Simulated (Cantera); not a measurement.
Input: 1 mol Pb, 20 mol CO, 1.5 mol H₂, equilibrated at 22.5 Torr.

Equilibrium computed with Cantera from the NASA thermochemical tables; the gas is ideal and each condensed phase is pure. Candidate condensed phases: C, C₆H₆, C₇H₈, C₈H₁₈, H₂O, Pb, PbO, PbO₂, Pb₃O₄; 113 gas species. Kinetics and transport are ignored.

x: gas mole fraction; n: condensed amount in mol.

| T (°C) | x CO | x H₂ | x CO₂ | x Pb | x H₂O | x CH₄ | x H | n C(graphite) | n Pb(l) |
|---|---|---|---|---|---|---|---|---|---|
| 652 | 0.859 | 0.0718 | 0.0665 | 8.91e-5 | 0.00275 | 3.51e-5 | 4.03e-10 | 1.39 | 0.998 |
| 702 | 0.905 | 0.0703 | [?] | [?] | [?] | [?] | [?] | [?] | 0.994 |
| 752 | 0.920 | 0.0698 | 0.00873 | 0.000927 | 0.000511 | 1.07e-5 | 6.65e-9 | 0.197 | 0.980 |
| 802 | 0.924 | 0.0696 | 0.00348 | 0.00253 | 0.000244 | 6.55e-6 | 2.24e-8 | 0.0799 | 0.946 |
| 852 | 0.923 | 0.0693 | [?] | [?] | [?] | [?] | [?] | [?] | [?] |
| 902 | 0.916 | 0.0687 | 0.000682 | 0.0145 | 6.55e-5 | 2.71e-6 | 1.86e-7 | 0.0162 | 0.684 |
| 952 | 0.901 | 0.0676 | 0.000326 | 0.0312 | 3.59e-5 | 1.80e-6 | 4.68e-7 | 0.00799 | 0.309 |
| 1002 | 0.889 | 0.0667 | 0.000166 | 0.0444 | 2.07e-5 | 1.24e-6 | 1.10e-6 | 0.00417 | 0 |
| 1052 | 0.889 | 0.0667 | 9.15e-5 | 0.0444 | 1.28e-5 | 8.95e-7 | 2.44e-6 | 0.00232 | 0 |
| 1102 | 0.889 | 0.0667 | 5.27e-5 | 0.0444 | 8.18e-6 | 6.63e-7 | 5.11e-6 | 0 | 0 |

**Question.** What belongs in the gaps?

**Answer.** 
- 702, x CO₂: 0.0236
- 702, x Pb: 0.000306
- 702, x H₂O: 0.00115
- 702, x CH₄: 1.86e-5
- 702, x H: 1.75e-9
- 702, n C(graphite): 0.519
- 852, x CO₂: 0.00149
- 852, x Pb: 0.00631
- 852, x H₂O: 0.000123
- 852, x CH₄: 4.16e-6
- 852, x H: 6.75e-8
- 852, n C(graphite): 0.0348
- 852, n Pb(l): 0.864
